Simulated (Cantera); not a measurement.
Feed: 1 mol SiC, 0.0077 mol Si, 1.6 mol N₂, at 1400 K and 9.50 Pa.

Cantera equilibrium calculation (NASA polynomials, part measured and part estimated; ideal gas, pure solids and liquids). Candidate condensed phases: C, Si, SiC, Si₃N₄; 20 gas species. N₂ is the only nitrogen source here; it is nearly inert below about 1500 K, so the nitride shown seldom forms there in practice. Mutual solubility and eutectic melting of coexisting phases are not modelled. Equilibrium is a limit: real reactors are often held back by kinetics, nucleation or transport.

Base state: N₂ 1.000 (mole fractions); condensed: SiC(s) + Si₃N₄(s).

What changes in the equilibrium state with this change: temperature from 1400 K to 2498.15 K?


| species | before | after |
|---|---|---|
| N₂ | 1.000 | 0.603 |
| Si | 1.33e-6 | 0.302 |
| SiC₂ | <1e-9 | 0.0779 |
| CN | <1e-9 | 0.00809 |
| C₃ | <1e-9 | 0.00508 |
| C | <1e-9 | 0.00171 |
| Si₂C | <1e-9 | 0.00110 |
| SiC(s), mol | 1.00 | 0 |
| Si₃N₄(s), mol | 0.00257 | 0 |
| C(graphite), mol | 0 | 0.517 |
The tables' values for SiN are old estimates; treat these amounts as uncertain.
